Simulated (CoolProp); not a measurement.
Saturation properties of R365MFC.

Computed with CoolProp (reference Helmholtz-energy equation of state, Lemmon 2016).

```csv
T (K),p (kPa),vapour density (kg/m³),enthalpy of vaporisation (kJ/kg),surface tension (mN/m)
285.3,32.81,2.091,201.0,16.5
302.5,67.48,4.114,193.3,14.6
319.7,126.7,7.456,185.1,12.7
336.8,219.9,12.62,176.1,10.8
354,360.0,20.38,166.3,9.04
371.1,558.6,31.57,155.4,7.31
388.3,832.9,47.71,143.1,5.63
405.5,1199,71.06,128.9,4.04
422.6,1676,105.8,111.5,2.56
```

It boils at 313.3 K under 1 atm.

Surface tension comes from a separate correlation (Mulero 2012).
